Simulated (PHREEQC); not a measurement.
Make-up at 25 °C: 3.7 mmol/kgw HBr and 0.38 mmol/kgw MnSO4. Closed to the air; pH follows from the charge balance.

All values are PHREEQC results (ion-association model, phreeqc.dat), not measurements.

Problem. The ionic strength comes out as 0.00502 mol/kgw. What activity coefficients do Mn+2, H+, HSO4-, SO4-2, Br- get?

Solution. Mn+2 0.75, H+ 0.93, HSO4- 0.93, SO4-2 0.74, Br- 0.92.

Precipitation was switched off in this run.
